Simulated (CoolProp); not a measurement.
Vapour-liquid equilibrium of ethanol (1) + cyclohexane (2) at 2000 kPa; x and y are mole fractions of (1).

Computed with CoolProp (multi-fluid Helmholtz-energy mixture model, Schroeder 2014 and Zhou 2014; pair parameters Bell 2016).

```tsv
x	bubble temperature, mixture model (°C)	bubble temperature, Raoult's law (°C)	y, mixture model	y, Raoult's law
0.05	214.0	221.7	0.153	0.111
0.2	193.4	210.7	0.415	0.365
0.35	185.1	202.4	0.535	0.546
0.5	181.2	195.8	0.616	0.686
0.65	179.1	190.3	0.695	0.799
0.8	178.6	185.7	0.796	0.894
0.95	179.7	181.7	0.940	0.975
```

The largest gap from Raoult's law is -17.3 K in bubble temperature, at x = 0.35. y crosses x between x = 0.65 and 0.8: the model has an azeotrope there.

The pair parameters rest on a limited set of measurements; away from them the model extrapolates.
